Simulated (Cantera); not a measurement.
## Equilibrium for silicon nitride deposition: Si2Cl6 + N2 + H2

Feed: 1 mol Si2Cl6, 12 mol N2, 8.2 mol H2, equilibrated at 21.0 mbar.

Equilibrium computed with Cantera from the NASA thermochemical tables; the gas is ideal and each condensed phase is pure. Candidate condensed phases: NH4Cl, Si, Si3N4; 28 gas species. The feed counts by its element totals alone. N2 is the only nitrogen source here; it is nearly inert below about 1500 K, so the nitride shown seldom forms there in practice. The tables' values for SiCl3 are old estimates; treat these amounts as uncertain. The numbers say what is thermodynamically allowed, not how fast it happens.

```csv
T (°C),x N2,x H2,x HCl,x SiCl4,x SiCl2,x SiCl3,n Si3N4(s)
500,0.500,0.267,0.219,0.0143,3.39e-11,5.78e-8,0.563
600,0.497,0.260,0.233,0.0105,4.59e-9,9.06e-7,0.590
700,0.494,0.254,0.243,0.00799,2.20e-7,7.83e-6,0.608
800,0.493,0.251,0.250,0.00625,5.00e-6,4.42e-5,0.620
900,0.492,0.249,0.254,0.00500,6.54e-5,0.000182,0.628
1000,0.492,0.248,0.255,0.00400,0.000555,0.000582,0.628
1100,0.492,0.249,0.251,0.00296,0.00324,0.00144,0.610
```
x: gas mole fraction; n: condensed amount in mol.

From 500 °C to 1100 °C the condensed part is Si3N4(s). The main Si-bearing gas is SiCl4 at 500 °C and SiCl2 at 1100 °C. The share of Si in condensed phases is highest at 1000 °C (94.2 %) and lowest at 500 °C (84.5 %).
